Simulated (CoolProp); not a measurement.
CH3F (R41) along the isotherm 151.85 °C: fugacity coefficient from the reference equation and from simpler models built on Tc = 44.1 °C, pc = 5.906 MPa, ω = 0.200; each cubic takes its own stable root.

Computed with CoolProp (reference Helmholtz-energy equation of state, Lemmon 2006). It is a short technical equation, of lower accuracy than the large ones.

| p (MPa) | phase | reference |
|---|---|---|
| 7.38 | supercritical | 0.8337 |
| 14.8 | supercritical | 0.7032 |
| 22.1 | supercritical | 0.6126 |
| 29.5 | supercritical | 0.5546 |
| 36.9 | supercritical | 0.5196 |
| 44.3 | supercritical | 0.4992 |
| 51.7 | supercritical | 0.4885 |
| 59.1 | supercritical | 0.4846 |

Problem. How far does each simpler model (Redlich-Kwong, Soave-Redlich-Kwong) lie from the reference over these 8 states: mean and median of the absolute difference, and the worst?

Solution. 
- Redlich-Kwong: mean 6.9 %, median 6.4 %, worst +15.1 % at 151.85 °C and 59.1 MPa
- Soave-Redlich-Kwong: mean 20.0 %, median 20.8 %, worst +34.7 % at 151.85 °C and 59.1 MPa
